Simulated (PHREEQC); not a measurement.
Solution (64 °C): 89 mmol/kgw NH3, 7.2 mmol/kgw H3BO3 and 7.1 mmol/kgw K2CO3. Closed to the air; pH follows from the charge balance.

Equilibrium calculation in PHREEQC: ion-association model, wateq4f.dat.

Precipitation was switched off in this run.

Q: What pH, ionic strength does the model give?

A: pH 9.75; ionic strength 0.0197 mol/kgw.

Q: In which forms is C present?

A: HCO3- 61 %, CO3-2 39 % of the C.

Away from 25 °C the constants follow the database's enthalpies or fits; those with neither stay at their 25 °C values.
